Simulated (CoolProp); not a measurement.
Computed with CoolProp (reference Helmholtz-energy equation of state, Smukala 2000).

Question: For ethylene, give the phase and the isothermal compressibility (1/MPa), fugacity coefficient at 291.6 K and 4200 kPa.

Answer: 
- 291.6 K and 4200 kPa: gas; isothermal compressibility 0.400, fugacity coefficient 0.753
